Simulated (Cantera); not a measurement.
## Stirred combustor or abatement burner

A perfectly stirred reactor is fed with 6.38 % CH4, 1.66 % C2H6, 19.0 % O2, 71.5 % N2, 1.53 % H2, equivalence ratio 1.0, at 0.740 bar; it is adiabatic with a 350 K inlet, and is followed from long to short residence time, starting on the burning branch (τ in s: 0.028, 0.015, 0.0076, 0.004, 0.0021, 0.0011, 0.00055, 0.00029, 0.00015, 7.7e-05, 4e-05, 2.1e-05, 1.1e-05).

Detailed kinetics in Cantera: GRI-Mech 3.0 (53 species, 325 reactions).

```
τ (s)    T (K)     x CH4   x C2H6     x O2   x CO2   x H2O   x C2H2       x O
-------  -----  --------  -------  -------  ------  ------  -------  --------
0.028     2201   7.09e-6  2.70e-7  0.00783  0.0770   0.178  8.69e-7  0.000796
0.015     2172   1.09e-5  4.83e-7  0.00921  0.0749   0.176  1.21e-6   0.00106
0.0076    2135   1.75e-5  8.95e-7   0.0110  0.0724   0.173  1.62e-6   0.00146
0.0040    2094   2.80e-5  1.58e-6   0.0128  0.0698   0.170  2.04e-6   0.00194
0.0021    2047   4.59e-5  2.77e-6   0.0148  0.0671   0.167  2.50e-6   0.00252
0.0011    1998   7.80e-5  4.90e-6   0.0169  0.0643   0.163  3.07e-6   0.00315
0.00055   1942  0.000145  9.27e-6   0.0195  0.0610   0.160  4.00e-6   0.00379
0.00029   1889  0.000273  1.75e-5   0.0224  0.0572   0.157  5.67e-6   0.00420
0.00015   1830  0.000587  3.73e-5   0.0271  0.0510   0.154  9.99e-6   0.00413
7.7e-5     350    0.0638   0.0166    0.190  <1e-12  <1e-12   <1e-12    <1e-12
4.0e-5     350    0.0638   0.0166    0.190  <1e-12  <1e-12   <1e-12    <1e-12
2.1e-5     350    0.0638   0.0166    0.190  <1e-12  <1e-12   <1e-12    <1e-12
1.1e-5     350    0.0638   0.0166    0.190  <1e-12  <1e-12   <1e-12    <1e-12
```
x: mole fraction; the columns are a selection and need not sum to one.
